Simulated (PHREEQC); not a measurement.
A solution holds 0.031 mol/kgw HF, 0.00027 mol/kgw ZnSO4 and 0.47 mol/kgw KCl, at 33 °C. Closed to the air; pH follows from the charge balance.

Model: ion-association model, phreeqc.dat, run in PHREEQC.

This is a speciation only: nothing precipitates in the calculation.

### Question
What pH, activity of water, density does the model give?

### Answer
pH 2.34; activity of water 0.983; density 1.016 g/cm³.

### Question
In which forms is Zn present?

### Answer
Zn+2 65 %, ZnCl+ 25 %, ZnCl2 4.8 %, ZnCl3- 2.9 %, ZnCl4-2 1.4 %, ZnF+ 1.0 % of the Zn.

Complexes and solids missing from the database can't appear.
